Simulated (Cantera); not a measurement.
A Cantera script and what it prints.

```python
import numpy as np
import cantera as ct

gas_names = [...]  # 91 gases of nasa_gas.yaml made of C, Cl, H
cond_names = """
    C(gr) C6H6(L) C7H8(L) C8H18(L),n-octa
""".split()


# ... load() reads the species with a 1 bar reference pressure and builds the phases ...
atoms = {
    'CCl4': {'C': 1, 'CL': 4},
    'CH4': {'C': 1, 'H': 4},
    'H2': {'H': 2},
}
top_T = {'C(gr)': 4500}  # K; cautious upper limits of use, not melting points


# ... equilibrate(T, P, feed) seeds the gas with the atoms and calls Mixture.equilibrate('TP', solver="vcs", rtol=1e-11, max_steps=5000) ...
results = []
feed = {'CCl4': 1, 'CH4': 0.28, 'H2': 2}  # mol
P = 100000  # Pa
for T in [1773, 1823, 1873, 1923, 1973, 2023, 2073, 2123, 2173, 2223, 2273, 2323, 2373, 2423]:
    mix = equilibrate(T, P, feed)
    results.append((T, P, feed, dict(zip(mix.species_names, mix.species_moles))))

top = {s: max(r[3][s] / sum(r[3][g] for g in gas_names) for r in results) for s in gas_names}
cols = sorted((s for s in top if top[s] > 1e-05), key=lambda s: -top[s])[:9]
seen = [c for c in cond_names if any(r[3].get(c, 0) > 1e-12 for r in results)]
print("log10 of partial pressures in bar; condensed amounts in mol")
print(f"{'T/K':>10s}" + "".join(f"{s[:9]:>10s}" for s in cols + seen))
for T, P, feed, n in results:
    ng = sum(n[g] for g in gas_names)
    print(f"{T:10.4g}" + "".join(f"{np.log10(max(n[s] / ng * P / 1e5, 1e-99)):10.3f}" for s in cols)
          + "".join(f"{n.get(c, 0):10.4g}" for c in seen))
```

It prints:

```
log10 of partial pressures in bar; condensed amounts in mol
       T/K       HCL        H2        CL         H C2H2,acet       CL2     C2HCL       CH4     C(gr)
      1773    -0.057    -0.910    -3.262    -4.001    -4.764    -5.412    -6.576    -4.895      1.28
      1823    -0.058    -0.910    -3.083    -3.818    -4.585    -5.259    -6.329    -4.966      1.28
      1873    -0.058    -0.910    -2.914    -3.645    -4.415    -5.114    -6.095    -5.034      1.28
      1923    -0.058    -0.909    -2.753    -3.480    -4.254    -4.977    -5.874    -5.097     1.279
      1973    -0.059    -0.908    -2.601    -3.324    -4.102    -4.847    -5.664    -5.157     1.279
      2023    -0.060    -0.907    -2.457    -3.175    -3.956    -4.725    -5.465    -5.213     1.279
      2073    -0.061    -0.906    -2.320    -3.033    -3.817    -4.609    -5.276    -5.265     1.279
      2123    -0.062    -0.904    -2.189    -2.897    -3.685    -4.500    -5.097    -5.313     1.278
      2173    -0.063    -0.902    -2.066    -2.767    -3.558    -4.397    -4.926    -5.358     1.277
      2223    -0.066    -0.899    -1.949    -2.643    -3.436    -4.300    -4.763    -5.400     1.276
      2273    -0.068    -0.896    -1.837    -2.524    -3.320    -4.210    -4.608    -5.438     1.275
      2323    -0.071    -0.892    -1.732    -2.409    -3.207    -4.125    -4.461    -5.473     1.274
      2373    -0.075    -0.888    -1.632    -2.299    -3.099    -4.046    -4.321    -5.505     1.272
      2423    -0.080    -0.883    -1.537    -2.193    -2.994    -3.973    -4.188    -5.533      1.27
```

These are equilibrium values from Cantera (NASA tables, ideal gas, pure condensed phases), not measurements of a reactor.
